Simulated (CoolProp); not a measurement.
Vapour pressure (bar) of the fluoroketone C6F12O (FK-5-1-12): the reference equation beside estimates from Tc = 441.8 K, pc = 18.69 bar, ω = 0.471. Clausius-Clapeyron is anchored at 253.8 K with a constant enthalpy of vaporisation of 33.72 kJ/mol.

The numbers come from the reference Helmholtz-energy equation of state, McLinden 2015 in CoolProp.

```csv
T (K),reference,Clausius-Clapeyron,van der Waals,Redlich-Kwong,Peng-Robinson
214.7,0.001893,0.002221,0.4272,0.02818,0.002388
234.3,0.01038,0.01079,0.7657,0.09209,0.01191
253.8,0.04079,0.04079,1.257,0.2387,0.04409
273.4,0.1263,0.1283,1.936,0.5255,0.1314
292.9,0.3223,0.3444,2.822,1.015,0.3279
312.5,0.7142,0.8207,3.950,1.783,0.7173
332,1.406,1.759,5.329,2.894,1.404
351.5,2.531,3.464,6.984,4.419,2.524
371.1,4.252,6.372,8.943,6.437,4.247
390.6,6.726,11.00,11.20,8.989,6.743
410.2,10.19,18.06,13.79,12.16,10.25
```

Absolute difference from the reference over all 11 rows, mean and median: Clausius-Clapeyron 27.0 and 17.3 %, van der Waals 3277.7 and 453.1 %, Redlich-Kwong 329.7 and 149.6 %, Peng-Robinson 5.1 and 0.6 %.
